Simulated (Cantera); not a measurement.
Source: NASA polynomial tables (part measured, part estimated), evaluated in Cantera. Values are per mole of reaction as written; species without (g) are pure solids or liquids, kept so even where they would boil at 1 bar.

Between 950 and 1475 K, where is each reaction favourable under standard conditions?
- 4 Cr + N2(g) ⇌ 2 Cr2N
- 3 H2(g) + N2(g) ⇌ 2 NH3(g)


- 4 Cr + N2(g) ⇌ 2 Cr2N: ΔG° is -110 kJ at 950 K and -41 kJ at 1475 K; it stays negative (K > 1). ΔH° is -230 kJ and ΔS° -129 J/K at 1475 K.
- 3 H2(g) + N2(g) ⇌ 2 NH3(g): ΔG° is 112 kJ at 950 K and 236 kJ at 1475 K; it stays positive (K < 1). ΔH° is -113 kJ and ΔS° -236 J/K at 1475 K.
